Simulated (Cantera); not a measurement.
Cantera run:

```python
import numpy as np
import cantera as ct

gas_names = """
    CL CL2 H HCL H2 Si SiCL SiCL2 SiCL3 SiCL4 SiH SiHCL3 SiH2 SiH2CL2 SiH3 SiH3CL SiH4 Si2 Si3
""".split()
cond_names = """
    Si(cr) Si(L)
""".split()


# ... load() reads the species with a 1 bar reference pressure and builds the phases ...
atoms = {
    'Si': {'Si': 1},
    'Cl2': {'CL': 2},
    'H2': {'H': 2},
}
top_T = {}  # K; cautious upper limits of use, not melting points


# ... equilibrate(T, P, feed) seeds the gas with the atoms and calls Mixture.equilibrate('TP', solver="vcs", rtol=1e-11, max_steps=5000) ...
results = []
T = 1625  # K
P = 1.9  # Pa
for m in [2.4, 3.4, 4.7, 6.7, 9.4, 13, 19]:
    feed = {'Si': 1, 'Cl2': 5.3, 'H2': m}  # mol
    mix = equilibrate(T, P, feed)
    results.append((T, P, feed, dict(zip(mix.species_names, mix.species_moles))))

top = {s: max(r[3][s] / sum(r[3][g] for g in gas_names) for r in results) for s in gas_names}
cols = sorted((s for s in top if top[s] > 1e-06), key=lambda s: -top[s])[:6]
seen = [c for c in cond_names if any(r[3].get(c, 0) > 1e-12 for r in results)]
print("log10 of partial pressures in bar; condensed amounts in mol")
print(f"{'n(H2)':>10s}" + "".join(f"{s[:9]:>10s}" for s in cols + seen))
for T, P, feed, n in results:
    ng = sum(n[g] for g in gas_names)
    print(f"{feed['H2']:10.4g}" + "".join(f"{np.log10(max(n[s] / ng * P / 1e5, 1e-99)):10.3f}" for s in cols)
          + "".join(f"{n.get(c, 0):10.4g}" for c in seen))
```

It prints:

```
log10 of partial pressures in bar; condensed amounts in mol
     n(H2)       HCL        H2        CL     SiCL2     SiCL3         H
       2.4    -5.013    -8.258    -5.139    -5.777    -6.586    -8.281
       3.4    -4.872    -7.343    -5.455    -5.737    -6.862    -7.823
       4.7    -4.820    -5.951    -6.099    -5.739    -7.508    -7.127
       6.7    -4.884    -5.412    -6.433    -5.811    -7.914    -6.858
       9.4    -4.968    -5.184    -6.631    -5.898    -8.199    -6.744
        13    -5.061    -5.050    -6.791    -5.994    -8.455    -6.677
        19    -5.182    -4.947    -6.964    -6.120    -8.754    -6.625
```

Method: chemical equilibrium by Gibbs-energy minimisation in Cantera with the NASA 1993 tables (ideal gas, pure condensed phases). The tables' values for SiCl3, SiCl are old estimates; treat these amounts as uncertain.
